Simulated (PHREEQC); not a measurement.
**Spent oxide etchant: an equilibrium model**

A solution holds 4 mmol/kgw HF, 8.7 mmol/kgw H2SiF6, 5.9 mmol/kgw H3BO3 and 0.074 mmol/kgw HNO3, at 25 °C. Closed to the air; pH follows from the charge balance.

All values are PHREEQC results (ion-association model, phreeqc.dat), not measurements.

Each row changes one thing in this solution. Precipitation was switched off in this run.

```json
[
 {"case": "as made", "pH": "1.83", "ionic strength (mol/kgw)": "0.0239", "HF (mol/kgw)": "0.00392", "H3BO3 (mol/kgw)": "0.00327", "BF4- (mol/kgw)": "0.00234", "BF3OH- (mol/kgw)": "0.000218"},
 {"case": "HNO3 from 7.4e-05 to 7.4e-06 mol/kgw", "pH": "1.83", "ionic strength (mol/kgw)": "0.0238", "HF (mol/kgw)": "0.00392", "H3BO3 (mol/kgw)": "0.00327", "BF4- (mol/kgw)": "0.00234", "BF3OH- (mol/kgw)": "0.000218"},
 {"case": "H3BO3 from 0.0059 to 0.00059 mol/kgw", "pH": "1.82", "ionic strength (mol/kgw)": "0.0254", "HF (mol/kgw)": "0.00501", "H3BO3 (mol/kgw)": "0.000193", "BF4- (mol/kgw)": "0.000364", "BF3OH- (mol/kgw)": "2.65e-5"},
 {"case": "temperature from 25 to 75 °C", "pH": "1.94", "ionic strength (mol/kgw)": "0.0172", "HF (mol/kgw)": "0.0145", "H3BO3 (mol/kgw)": "0.00172", "BF4- (mol/kgw)": "0.00377", "BF3OH- (mol/kgw)": "0.000267"},
 {"case": "diluted 5-fold with water", "pH": "2.51", "ionic strength (mol/kgw)": "0.00449", "HF (mol/kgw)": "0.00222", "H3BO3 (mol/kgw)": "0.000838", "BF4- (mol/kgw)": "0.000269", "BF3OH- (mol/kgw)": "4.46e-5"},
 {"case": "diluted 2-fold with water", "pH": "2.12", "ionic strength (mol/kgw)": "0.0116", "HF (mol/kgw)": "0.00313", "H3BO3 (mol/kgw)": "0.00180", "BF4- (mol/kgw)": "0.000982", "BF3OH- (mol/kgw)": "0.000115"},
 {"case": "HNO3 from 7.4e-05 to 3.7e-05 mol/kgw", "pH": "1.83", "ionic strength (mol/kgw)": "0.0238", "HF (mol/kgw)": "0.00392", "H3BO3 (mol/kgw)": "0.00327", "BF4- (mol/kgw)": "0.00234", "BF3OH- (mol/kgw)": "0.000218"},
 {"case": "H2SiF6 replaced by NaBF4 at the same molality", "pH": "2.78", "ionic strength (mol/kgw)": "0.0105", "HF (mol/kgw)": "0.00274", "H3BO3 (mol/kgw)": "0.00538", "BF4- (mol/kgw)": "0.00767", "BF3OH- (mol/kgw)": "0.00103"},
 {"case": "0.0015 mol/kgw NaHCO3 added", "pH": "1.87", "ionic strength (mol/kgw)": "0.0239", "HF (mol/kgw)": "0.00382", "H3BO3 (mol/kgw)": "0.00328", "BF4- (mol/kgw)": "0.00231", "BF3OH- (mol/kgw)": "0.000222"}
]
```

Complexes and solids missing from the database can't appear. Some of these states are supersaturated (in Quartz (slow to form), Chalcedony (slow to form), for instance). Constants without temperature data keep their 25 °C values here. SiF6-2 is the database's only silicon fluoride. Real BF4- forms and hydrolyses slowly; the run takes it at equilibrium.
